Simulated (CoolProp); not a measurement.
Vapour-liquid equilibrium of ethane (1) + n-perfluorobutane (2) at 247.2 K; x and y are mole fractions of (1).

Computed with CoolProp (multi-fluid Helmholtz-energy mixture model, Bücker 2006 and Gao 2022; pair parameters Bell 2016).

Problem. Give the bubble pressure and the first vapour's composition at x = 0.25, 0.85, 0.95. Is there an azeotrope?

Solution. x = 0.25: 5.310 bar, y = 0.937; x = 0.85: 10.32 bar, y = 0.982; x = 0.95: 11.37 bar, y = 0.993. No azeotrope shows between x = 0.05 and 0.95.

Pair parameters are fitted to limited data, so mixtures are less certain than the pure fluids. With so large a gap from Raoult's law the liquid may split in two, which this calculation doesn't test in full.
